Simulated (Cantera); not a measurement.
A perfectly stirred reactor is fed with H2 : O2 : N2 = 0.3 : 1 : 3.8 (molar parts), equivalence ratio 0.15, at 0.00543 atm; it is held at 1350 K, and followed from long to short residence time.

Model: GRI-Mech 3.0 (53 species, 325 reactions), integrated in Cantera. Radical loss at walls, strong at low pressure, is not modelled. The temperature is held fixed by assumption; the heat of reaction is taken as removed at once.

What does this change do: pressure from 0.00543 atm to 0.0263 atm?


| quantity | before | after |
|---|---|---|
| x(H2) at τ = 0.380 s | 0.00257 | 0.000666 |
| x(O2) at τ = 0.380 s | 0.163 | 0.169 |
| x(OH) at τ = 0.380 s | 0.00382 | 0.00191 |
| x(N2O) at τ = 0.380 s | 1.83e-9 | 1.71e-8 |
| x(HO2) at τ = 0.380 s | 3.27e-7 | 1.20e-6 |
| x(H2) at τ = 9.10 ms | 0.00673 | 0.00363 |
| x(O2) at τ = 9.10 ms | 0.164 | 0.163 |
| x(OH) at τ = 9.10 ms | 0.00487 | 0.00416 |
| x(N2O) at τ = 9.10 ms | 1.03e-9 | 7.43e-9 |
| x(HO2) at τ = 9.10 ms | 3.29e-7 | 1.59e-6 |

What does this change do: N2 3.8 to 2.7 parts?


```csv
quantity,before,after
x(H2) at τ = 0.380 s,0.00257,0.00300
x(O2) at τ = 0.380 s,0.163,0.210
x(OH) at τ = 0.380 s,0.00382,0.00468
x(N2O) at τ = 0.380 s,1.83e-9,1.85e-9
x(HO2) at τ = 0.380 s,3.27e-7,4.62e-7
x(H2) at τ = 9.10 ms,0.00673,0.00766
x(O2) at τ = 9.10 ms,0.164,0.208
x(OH) at τ = 9.10 ms,0.00487,0.00609
x(N2O) at τ = 9.10 ms,1.03e-9,1.06e-9
x(HO2) at τ = 9.10 ms,3.29e-7,4.58e-7
```
